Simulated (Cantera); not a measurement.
Mixture: CH₄ : O₂ : N₂ = 1 : 4.17 : 15.4 (molar parts), equivalence ratio 0.48, at 1.00 bar, adiabatic and at constant volume. Ignition delay is the time to a rise of 400 K.

Computed with Cantera and GRI-Mech 3.0 (53 species, 325 reactions).

Problem. What does this change do: pressure from 1.00 bar to 30.0 bar?

Solution. 
```json
[
 {"quantity": "delay at 1223 K", "before": "21.5 ms", "after": "0.838 ms"},
 {"quantity": "delay at 1323 K", "before": "5.78 ms", "after": "0.273 ms"},
 {"quantity": "delay at 1423 K", "before": "1.86 ms", "after": "0.103 ms"},
 {"quantity": "delay at 1523 K", "before": "0.714 ms", "after": "42.8 µs"},
 {"quantity": "delay at 1623 K", "before": "0.322 ms", "after": "19.5 µs"},
 {"quantity": "apparent activation energy between 1523 and 1623 K", "before": "160 kJ/mol", "after": "160 kJ/mol"}
]
```
The pressure lies above the range GRI-Mech 3.0 was tuned for (to about 10 atm).

Problem. What does this change do: pressure from 1.00 bar to 5.00 bar?

Solution. 
```
quantity                                                before       after
--------------------------------------------------  ----------  ----------
delay at 1223 K                                        21.5 ms     4.98 ms
delay at 1323 K                                        5.78 ms     1.49 ms
delay at 1423 K                                        1.86 ms    0.508 ms
delay at 1523 K                                       0.714 ms    0.195 ms
delay at 1623 K                                       0.322 ms     84.1 µs
apparent activation energy between 1523 and 1623 K  160 kJ/mol  170 kJ/mol
```
